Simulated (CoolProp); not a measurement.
Properties of cyclohexane along the isotherm 620 K.

The numbers come from the reference Helmholtz-energy equation of state, Zhou 2014 in CoolProp.

```csv
p (MPa),phase,cv (kJ/(kg K)),speed of sound (m/s),Joule-Thomson coefficient (K/MPa),expansivity (1/kK)
2.72,gas,2.699,210.8,5.329,2.963
5.44,supercritical,2.777,162.3,7.162,7.523
8.16,supercritical,2.815,175.3,4.191,9.966
10.9,supercritical,2.785,253.5,1.679,5.476
13.6,supercritical,2.769,320.4,0.8866,3.751
16.3,supercritical,2.762,375.3,0.5313,2.936
19,supercritical,2.758,421.9,0.3321,2.461
21.8,supercritical,2.755,464.4,0.2012,2.138
24.5,supercritical,2.754,501.1,0.1142,1.916
27.2,supercritical,2.754,534.6,0.05024,1.749
29.9,supercritical,2.753,565.5,0.001257,1.616
32.6,supercritical,2.753,594.3,-0.03743,1.509
35.4,supercritical,2.754,622.4,-0.06979,1.417
38.1,supercritical,2.754,647.9,-0.09547,1.342
40.8,supercritical,2.755,672.2,-0.1170,1.277
```
